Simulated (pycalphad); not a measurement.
Effect of Si content in Mg-Si-Y

Computed with pycalphad from the COST 507 light-alloy database (1999), at 1 atm. No gas phase is included, though pure Mg would boil below 1466 K. The database dates from 1999; later assessments differ in places, in temperatures and in the compounds included. The system is extrapolated from its subsystems; higher-order compounds may be missing. Amounts are mole fractions of atoms.

```
alloy                     liquidus (K)  first solid  solidus (K)                       phases at 550 K
------------------------  ------------  -----------  -----------  ------------------------------------
Mg-1.052Si-15.81Y (wt.%)    (withheld)          SIY   (withheld)                            (withheld)
Mg-1.582Si-15.8Y (wt.%)           1267          SIY          868  HCP_A3 0.86, MG24Y5 0.10, SI3Y5 0.04
Mg-2.111Si-15.78Y (wt.%)          1299          SIY          871  HCP_A3 0.90, SI3Y5 0.06, MG24Y5 0.04
Mg-3.167Si-15.76Y (wt.%)          1345          SIY          884   HCP_A3 0.92, SI3Y5 0.04, SI4Y5 0.03
Mg-6.297Si-15.7Y (wt.%)           1429          SIY          911     HCP_A3 0.86, SIY 0.10, MG2SI 0.04
Mg-8.372Si-15.65Y (wt.%)          1466          SIY          911     HCP_A3 0.80, MG2SI 0.10, SIY 0.10
```

Q: What belongs in the gaps?

A: 
- Mg-1.052Si-15.81Y (wt.%), liquidus (K): 1225
- Mg-1.052Si-15.81Y (wt.%), solidus (K): 859
- Mg-1.052Si-15.81Y (wt.%), phases at 550 K: HCP_A3 0.81, MG24Y5 0.16, SI3Y5 0.03

Database names, with the compositions (at.%) that they take in these runs: SIY: Si 50 Y 50; SI4Y5: Y 56 Si 44; SI3Y5: Y 62 Si 37; MG24Y5: Mg 84-86 Y 14-16; MG2SI: Mg 67 Si 33. HCP_A3 is hcp.
